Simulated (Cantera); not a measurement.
Cantera run:

```python
import numpy as np
import cantera as ct

gas_names = """
    N NO NO2 NO3 N2 N2O O O2 O3 Si SiN SiO SiO2 Si2 Si2N Si3
""".split()
cond_names = """
    Si(cr) Si(L) SiO2(Lqz) SiO2(hqz) SiO2(L) Si2N2O(s) Si3N4(a)
""".split()


# ... load() reads the species with a 1 bar reference pressure and builds the phases ...
atoms = {
    'SiO2': {'Si': 1, 'O': 2},
    'Si': {'Si': 1},
    'N2': {'N': 2},
}
top_T = {'Si2N2O(s)': 2100, 'Si3N4(a)': 2400}  # K; cautious upper limits of use, not melting points


# ... equilibrate(T, P, feed) seeds the gas with the atoms and calls Mixture.equilibrate('TP', solver="vcs", rtol=1e-11, max_steps=5000) ...
results = []
feed = {'SiO2': 1, 'Si': 0.19, 'N2': 0.43}  # mol
T = 1798.15  # K
P = 140000  # Pa
mix = equilibrate(T, P, feed)
results.append((T, P, feed, dict(zip(mix.species_names, mix.species_moles))))
x = sorted(zip(gas.X, gas.species_names), reverse=True)
print(f"T = {T:g} K  P = {P:g} Pa  gas = {mix.phase_moles(0):.4g} mol")
print("   x: " + "  ".join(f"{s} {v:.3e}" for v, s in x if v > 0.0001))
print("   condensed (mol): " + ("  ".join(f"{mix.phase(i).name} {mix.phase_moles(i):.4g}"
      for i in range(1, mix.n_phases) if mix.phase_moles(i) > 1e-12) or "none"))
```

Result:

```
T = 1798.15 K  P = 140000 Pa  gas = 0.3038 mol
   x: N2 9.989e-01  SiO 1.065e-03
   condensed (mol): SiO2(L) 0.9366  Si2N2O(s) 0.1266
```

Cantera equilibrium calculation (NASA polynomials, part measured and part estimated; ideal gas, pure solids and liquids). Mutual solubility and eutectic melting of coexisting phases are not modelled. The tables hold silica as quartz up to 1696 K and as liquid above; real silica turns to tridymite and cristobalite and melts near 1996 K.
